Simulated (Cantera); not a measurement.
A perfectly stirred reactor is fed with CH2O : O2 : N2 = 0.0025 : 0.022 : 1 (molar parts), equivalence ratio 0.11, at 760 Torr; it is held at 1073 K, and followed from long to short residence time.

Model: GRI-Mech 3.0 (53 species, 325 reactions), integrated in Cantera.

What does this change do: temperature 1073 to 1000 K?


```csv
quantity,before,after
x(CH2O) at τ = 14.0 s,3.24e-6,9.81e-6
x(O2) at τ = 14.0 s,0.0192,0.0193
x(HO2) at τ = 14.0 s,1.32e-6,2.07e-6
x(CO) at τ = 14.0 s,0.000244,0.000581
x(NO2) at τ = 14.0 s,6.41e-9,2.84e-10
x(CH2O) at τ = 0.280 s,7.57e-5,0.000234
x(O2) at τ = 0.280 s,0.0200,0.0203
x(HO2) at τ = 0.280 s,1.05e-5,1.32e-5
x(CO) at τ = 0.280 s,0.00165,0.00190
x(NO2) at τ = 0.280 s,1.52e-11,<1e-12
```

What does this change do: temperature 1073 to 1348 K?


| quantity | before | after |
|---|---|---|
| x(CH2O) at τ = 14.0 s | 3.24e-6 | 1.08e-7 |
| x(O2) at τ = 14.0 s | 0.0192 | 0.0190 |
| x(HO2) at τ = 14.0 s | 1.32e-6 | 8.06e-8 |
| x(CO) at τ = 14.0 s | 0.000244 | 7.65e-6 |
| x(NO2) at τ = 14.0 s | 6.41e-9 | 1.12e-8 |
| x(CH2O) at τ = 0.280 s | 7.57e-5 | 1.36e-6 |
| x(O2) at τ = 0.280 s | 0.0200 | 0.0191 |
| x(HO2) at τ = 0.280 s | 1.05e-5 | 8.46e-7 |
| x(CO) at τ = 0.280 s | 0.00165 | 0.000114 |
| x(NO2) at τ = 0.280 s | 1.52e-11 | 7.73e-9 |
